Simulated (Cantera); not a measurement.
Charge: 1 mol TEOS, 0.064 mol O2, 19 mol N2, at 0.00133 bar.

Cantera equilibrium calculation (NASA polynomials, part measured and part estimated; ideal gas, pure solids and liquids). Candidate condensed phases: C, C6H6, C7H8, C8H18, H2O, Si, SiC, SiO2, Si2N2O, Si3N4; 151 gas species. The feed counts by its element totals alone. N2 is the only nitrogen source here; it is nearly inert below about 1500 K, so the nitride shown seldom forms there in practice. Kinetics and transport are ignored.

log p: log10 of the partial pressure in bar; n: condensed amount in mol.

| T (K) | log p N2 | log p H2 | log p CO | log p H | log p HCN | log p SiO | n C(graphite) | n Si2N2O(s) | n SiC(s) |
|---|---|---|---|---|---|---|---|---|---|
| 1250 | -3.11 | -3.38 | -3.82 | (withheld) | -7.15 | -8.73 | 4.37 | 0.500 | 0 |
| 1300 | -3.11 | -3.38 | -3.82 | (withheld) | -6.93 | -8.06 | 4.37 | 0.500 | 0 |
| 1350 | -3.11 | -3.38 | -3.82 | (withheld) | -6.74 | -7.44 | 4.37 | 0.500 | 0 |
| 1400 | -3.11 | -3.38 | -3.82 | (withheld) | -6.55 | -6.86 | 4.37 | 0.498 | 0 |
| 1450 | -3.12 | -3.40 | -3.78 | (withheld) | -6.39 | -6.58 | 2.87 | 0 | 0.993 |
| 1500 | -3.12 | -3.40 | -3.78 | (withheld) | -6.23 | -6.49 | 2.87 | 0 | 0.992 |
| 1550 | -3.12 | -3.40 | -3.78 | (withheld) | -6.08 | -6.40 | 2.87 | 0 | 0.990 |
| 1600 | -3.12 | -3.40 | -3.78 | (withheld) | -5.95 | -6.32 | 2.87 | 0 | 0.988 |
| 1650 | -3.12 | -3.40 | -3.78 | (withheld) | -5.82 | -6.24 | 2.86 | 0 | 0.986 |
| 1700 | -3.12 | -3.40 | -3.78 | (withheld) | -5.69 | -6.17 | 2.85 | 0 | 0.983 |
| 1750 | -3.12 | -3.40 | -3.78 | (withheld) | -5.58 | -6.10 | 2.84 | 0 | 0.980 |

Q: Some entries are withheld; supply them.

A: 
- 1250, log p H: -8.01
- 1300, log p H: -7.65
- 1350, log p H: -7.31
- 1400, log p H: -7.00
- 1450, log p H: -6.72
- 1500, log p H: -6.45
- 1550, log p H: -6.20
- 1600, log p H: -5.96
- 1650, log p H: -5.74
- 1700, log p H: -5.53
- 1750, log p H: -5.33
